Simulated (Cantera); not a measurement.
An isothermal, constant-pressure homogeneous reactor starts with C2H6 : N2 = 1 : 2.4 (molar parts), at 1125 K and 0.00651 atm.

Computed with Cantera and GRI-Mech 3.0 (53 species, 325 reactions). GRI-Mech 3.0 stops at C3 and has no aromatics, soot or wall deposition, so with more carbon than oxygen in the feed, carbon stays in small species such as C2H2 where larger ones or solid carbon would form. Radical loss at walls, strong at low pressure, is not modelled.

x: mole fraction; the columns are a selection and need not sum to one.

```csv
t (s),x C2H6,x HCN,x C2H2,x C2H4,x CH4,x CH3
0.000500,0.294,<1e-12,<1e-12,3.25e-8,2.16e-7,3.49e-6
0.00121,0.294,<1e-12,<1e-12,4.38e-7,1.19e-6,7.77e-6
0.00292,0.294,<1e-12,8.41e-12,(withheld),(withheld),(withheld)
0.00707,0.294,<1e-12,9.38e-10,6.33e-5,2.74e-5,2.54e-5
0.0171,0.293,<1e-12,6.99e-8,0.000554,0.000105,3.90e-5
0.0414,0.289,1.80e-12,2.79e-6,0.00333,0.000464,8.24e-5
0.100,0.275,5.67e-12,4.83e-5,0.0134,0.00203,0.000120
0.242,0.241,9.53e-12,0.000375,0.0376,0.00628,0.000116
0.585,0.173,1.26e-11,0.00185,0.0844,0.0159,0.000100
1.41,0.0740,1.51e-11,0.00689,0.148,0.0334,6.96e-5
3.42,(withheld),1.67e-11,(withheld),0.177,0.0467,(withheld)
8.27,0.00113,1.67e-11,0.0329,0.168,0.0477,7.76e-6
20.0,0.000193,1.66e-11,0.0447,0.154,0.0473,3.18e-6
```

**Question.** Some entries are withheld; supply them.

**Answer.** 
- 0.00292, x C2H4: 5.61e-6
- 0.00292, x CH4: 6.14e-6
- 0.00292, x CH3: 1.55e-5
- 3.42, x C2H6: 0.0108
- 3.42, x C2H2: 0.0192
- 3.42, x CH3: 2.53e-5
